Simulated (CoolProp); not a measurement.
Diethyl ether along the isobar 49.5 bar: Z from the reference equation and from simpler models built on Tc = 194.7 °C, pc = 37.17 bar, ω = 0.282; each cubic takes its own stable root.

Model: reference Helmholtz-energy equation of state, Thol 2014, in CoolProp.

```csv
T (°C),phase,reference,van der Waals,Soave-Redlich-Kwong,Peng-Robinson
55.55,liquid,0.1975,0.3190,0.2153,0.1907
63.65,liquid,0.1956,0.3152,0.2133,0.1889
71.65,liquid,0.1939,0.3118,0.2117,0.1874
79.75,liquid,0.1925,0.3087,0.2104,0.1862
87.85,liquid,0.1912,0.3060,0.2095,0.1853
95.95,liquid,0.1903,0.3037,0.2089,0.1848
103.95,liquid,0.1896,0.3018,0.2087,0.1846
112.05,liquid,0.1892,0.3003,0.2089,0.1848
120.15,liquid,0.1891,0.2993,0.2096,0.1855
128.25,liquid,0.1893,0.2986,0.2108,0.1867
136.25,liquid,0.1899,0.2985,0.2127,0.1884
144.35,liquid,0.1910,0.2990,0.2152,0.1908
```
